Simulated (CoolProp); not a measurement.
Vapour-liquid equilibrium of cyclohexane (1) + dimethyl carbonate (2) at 65.95 °C; x and y are mole fractions of (1).

Computed with CoolProp (multi-fluid Helmholtz-energy mixture model, Zhou 2014 and Zhou 2011; pair parameters Bell 2016).

| x | bubble pressure (MPa) | y at the bubble point | dew pressure at overall composition x (MPa) | liquid density (mol/L) |
|---|---|---|---|---|
| 0.05 | 0.05411 | 0.223 | 0.04588 | 11.01 |
| 0.125 | 0.06462 | 0.388 | 0.04914 | 10.75 |
| 0.2 | 0.07114 | 0.472 | 0.05285 | 10.50 |
| 0.275 | 0.07509 | 0.523 | 0.05710 | [?] |
| 0.35 | 0.07743 | [?] | 0.06194 | 10.05 |
| 0.425 | 0.07879 | 0.578 | [?] | [?] |
| 0.5 | 0.07957 | 0.597 | 0.07333 | 9.662 |
| 0.575 | 0.07997 | 0.614 | 0.07863 | 9.486 |
| 0.65 | 0.08004 | 0.634 | 0.07984 | [?] |
| 0.725 | 0.07964 | [?] | 0.07723 | 9.174 |
| 0.8 | 0.07840 | 0.697 | 0.07353 | 9.036 |
| 0.875 | 0.07561 | 0.759 | 0.06966 | 8.911 |
| 0.95 | 0.06997 | 0.869 | 0.06592 | 8.796 |

Task: What belongs in the gaps?

Result: 
- 0.275, liquid density (mol/L): 10.27
- 0.35, y at the bubble point: 0.555
- 0.425, dew pressure at overall composition x (MPa): 0.06742
- 0.425, liquid density (mol/L): 9.851
- 0.65, liquid density (mol/L): 9.324
- 0.725, y at the bubble point: 0.659

y crosses x between x = 0.575 and 0.65: the model has an azeotrope there.

The pair parameters rest on a limited set of measurements; away from them the model extrapolates. With so large a gap from Raoult's law the liquid may split in two, which this calculation doesn't test in full.
